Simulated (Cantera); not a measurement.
Standard-state values (1 bar) from the NASA 1993 polynomials, evaluated with Cantera. Values are per mole of reaction as written; species without (g) are pure solids or liquids, kept so even where they would boil at 1 bar. TaC: taken at fixed stoichiometry.

**Question.** Between 1275 and 2625 K, where is each reaction favourable under standard conditions?
- CH4(g) + 3 TaC = 3 Ta + 2 C2H2(g)

**Answer.** 
- CH4(g) + 3 TaC = 3 Ta + 2 C2H2(g): ΔG° is 685 kJ at 1275 K and 401 kJ at 2625 K; it stays positive (K < 1). ΔH° is 935 kJ and ΔS° 203 J/K at 2625 K.
